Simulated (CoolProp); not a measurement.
Vapour-liquid equilibrium of propylene (1) + dimethyl ether (2) at 326.9 K; x and y are mole fractions of (1).

The numbers come from the multi-fluid Helmholtz-energy mixture model, Lemmon 2013 and Wu 2011; pair parameters Bell 2016 in CoolProp.

**Question.** Give the bubble pressure and the first vapour's composition at x = 0.05, 0.2, 0.8. Is there an azeotrope?

**Answer.** x = 0.05: 1312 kPa, y = 0.083; x = 0.2: 1485 kPa, y = 0.293; x = 0.8: 2066 kPa, y = 0.844. No azeotrope shows between x = 0.05 and 0.95.

The pair parameters rest on a limited set of measurements; away from them the model extrapolates.
